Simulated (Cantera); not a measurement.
Thermodynamics of iron carbonyl, mercury and lead vapours, feed Fe(CO)5 + O2 + H2

Feed: 1 mol Fe(CO)5, a varied amount of O2, 7.4 mol H2, at 1400 K and 0.00350 bar.

These are equilibrium values from Cantera (NASA tables, ideal gas, pure condensed phases), not measurements of a reactor. Candidate condensed phases: C, C6H6, C7H8, C8H18, Fe, Fe(CO)5, FeO, Fe(OH)2, Fe(OH)3, Fe2O3, Fe3O4, H2O; 114 gas species. Equilibrium is a limit: real reactors are often held back by kinetics, nucleation or transport.

From 0.032 mol O2 to 0.29 mol O2 the condensed part is Fe(γ). The main Fe-bearing gas is Fe throughout.

```tsv
n(O2) (mol)	x H2	x CO	x H2O	x CO2	x H	x Fe	n Fe(γ)
0.032	0.593	0.402	0.00393	0.00123	6.33e-5	4.38e-6	1.000
0.039	0.592	0.402	0.00479	0.00150	6.33e-5	4.38e-6	1.000
0.049	0.591	0.401	0.00602	0.00188	6.32e-5	4.38e-6	1.000
0.061	0.589	0.401	0.00749	0.00235	6.31e-5	4.38e-6	1.000
0.076	0.587	0.400	0.00933	0.00293	6.30e-5	4.38e-6	1.000
0.095	0.585	0.400	0.0117	0.00367	6.29e-5	4.38e-6	1.000
0.12	0.582	0.399	0.0147	0.00464	6.27e-5	4.38e-6	1.000
0.15	0.578	0.397	0.0184	0.00582	6.25e-5	4.38e-6	1.000
0.18	0.575	0.396	0.0220	0.00700	6.23e-5	4.38e-6	1.000
0.23	0.569	0.394	0.0281	0.00898	6.20e-5	4.38e-6	1.000
0.29	0.561	0.392	0.0354	0.0114	6.16e-5	4.38e-6	1.000
```
x: gas mole fraction; n: condensed amount in mol.
